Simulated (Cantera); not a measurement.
An isothermal, constant-pressure homogeneous reactor starts with CH₄ : N₂ = 1 : 37 (molar parts), at 1750 K and 0.0640 bar.

Model: GRI-Mech 3.0 (53 species, 325 reactions), integrated in Cantera. GRI-Mech 3.0 stops at C3 and has no aromatics, soot or wall deposition, so with more carbon than oxygen in the feed, carbon stays in small species such as C2H2 where larger ones or solid carbon would form.

Q: Predict: x(CH₄) at 5.00 s; x(H) at 5.00 s; x(C₂H₄) at 5.00 s; x(CH₃) at 5.00 s; x(H₂) at 5.00 s; x(HCN) at 5.00 s.

A: 
```
Property                                               Value
-----------------  -----------------------------------------
x(CH₄) at 5.00 s     3.03e-5 (gas-phase equilibrium 1.59e-6)
x(H) at 5.00 s     0.000180 (gas-phase equilibrium 0.000181)
x(C₂H₄) at 5.00 s    1.05e-6 (gas-phase equilibrium 1.24e-7)
x(CH₃) at 5.00 s     2.88e-6 (gas-phase equilibrium 1.52e-7)
x(H₂) at 5.00 s        0.0383 (gas-phase equilibrium 0.0384)
x(HCN) at 5.00 s      3.30e-5 (gas-phase equilibrium 0.0226)
```
